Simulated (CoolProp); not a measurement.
Properties of octamethyltrisiloxane (MDM) along the isobar 878 kPa.

Values from CoolProp's reference Helmholtz-energy equation of state, Thol 2017.

| T (°C) | phase | density (kg/m³) | Joule-Thomson coefficient (K/MPa) | isothermal compressibility (1/MPa) | expansivity (1/kK) | fugacity coefficient |
|---|---|---|---|---|---|---|
| 184.25 | liquid | 637.3 | ___ | 0.01031 | 2.176 | 0.2338 |
| 197.35 | liquid | 618.6 | 0.09287 | 0.01292 | 2.399 | ___ |
| 210.45 | liquid | 598.3 | 0.2218 | 0.01666 | 2.694 | 0.3749 |
| 223.45 | liquid | 576.3 | 0.4030 | 0.02230 | 3.106 | 0.4598 |
| 236.55 | liquid | 551.2 | 0.6846 | 0.03183 | 3.740 | 0.5545 |
| 249.65 | liquid | 521.4 | 1.188 | 0.05073 | 4.870 | 0.6569 |
| 262.65 | gas | ___ | 25.65 | 2.287 | 10.16 | ___ |
| 275.75 | gas | 65.44 | 19.10 | 1.883 | 7.006 | ___ |
| 288.75 | gas | 60.38 | 15.50 | 1.690 | ___ | 0.7932 |
| 301.85 | gas | 56.53 | 13.09 | 1.573 | ___ | 0.8118 |

### Question
Complete the blanks.

### Answer

- 184.25, Joule-Thomson coefficient (K/MPa): -0.003350
- 197.35, fugacity coefficient: 0.2993
- 262.65, density (kg/m³): 73.00
- 262.65, fugacity coefficient: 0.7474
- 275.75, fugacity coefficient: 0.7721
- 288.75, expansivity (1/kK): 5.516
- 301.85, expansivity (1/kK): 4.613
